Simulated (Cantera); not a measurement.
Charge: 1 mol PbO, 0.14 mol H2, 19 mol N2, equilibrated at 1.28 Torr.

These are equilibrium values from Cantera (NASA tables, ideal gas, pure condensed phases), not measurements of a reactor. Candidate condensed phases: H2O, Pb, PbO, PbO2, Pb3O4; 27 gas species. Kinetics and transport are ignored.

Question: What share of the Pb ends up in condensed phases as a function of T (K), at 498, 648, 798, 948, 1098, 1248, 1398, 1548?

Answer: 
```csv
T (K),Pb condensed (%),as
498,100.0,Pb(s) + PbO(red)
648,100.0,Pb(l) + PbO(red)
798,99.9,Pb(l) + PbO(yellow)
948,94.5,Pb(l) + PbO(yellow)
1098,79.3,PbO(yellow)
1248,0.0,-
1398,0.0,-
1548,0.0,-
```
